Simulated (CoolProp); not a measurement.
Vapour-liquid equilibrium of R152A (1) + isobutene (2) at 0.114 MPa; x and y are mole fractions of (1).

Values from CoolProp's multi-fluid Helmholtz-energy mixture model, Outcalt 1996 and Lemmon 2005; pair parameters Bell 2016.

### Question
Give the bubble temperature and the first vapour's composition at x = 0.05, 0.125, 0.5. Is there an azeotrope?

### Answer
x = 0.05: 264.3 K, y = 0.205; x = 0.125: 259.6 K, y = 0.382; x = 0.5: 252.0 K, y = 0.666. y crosses x between x = 0.8 and 0.875: the model has an azeotrope there.

The pair parameters rest on a limited set of measurements; away from them the model extrapolates.
